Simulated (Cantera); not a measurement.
A freely propagating, adiabatic, planar premixed flame of CH4 : O2 : N2 = 1 : 1.33 : 4.93 (molar parts), unburnt at 650 K and 225 Torr; multicomponent transport, grid criteria slope 0.08 and curve 0.16, no radiation.

Computed with Cantera and GRI-Mech 3.0 (53 species, 325 reactions). Burning velocities carry a grid error of a few per cent, more on coarse grids.

Task: Predict: laminar burning velocity; thermal thickness; peak x(H); peak x(CH2O); peak x(C2H); peak x(HO2).

Result: 
```json
{
 "laminar_burning_velocity": "97.9 cm/s",
 "thermal_thickness": "1.45 mm",
 "peak x(H)": "0.00774",
 "peak x(CH2O)": "0.00114",
 "peak x(C2H)": "3.22e-6",
 "peak x(HO2)": "8.88e-5"
}
```
